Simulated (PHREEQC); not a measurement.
Solution (25 °C): 0.28 mol/kgw Pb(NO3)2, 3.4e-05 mol/kgw ZnCl2 and 0.0079 mol/kgw Na2SO4. Closed to the air; pH follows from the charge balance.

Computed with PHREEQC (ion-association model, phreeqc.dat).

Precipitation was switched off in this run.

Question: Order these Pb species by the share of Pb that they hold, largest first: Pb+2, PbSO4, PbNO3+.

Answer: PbNO3+ (57 %), Pb+2 (40 %), PbSO4 (2.1 %)

The pH is 4.11 and the ionic strength 0.518 mol/kgw. The solution is supersaturated, for example in Anglesite, so a real one may precipitate; this is no full list. Complexes and solids missing from the database can't appear.
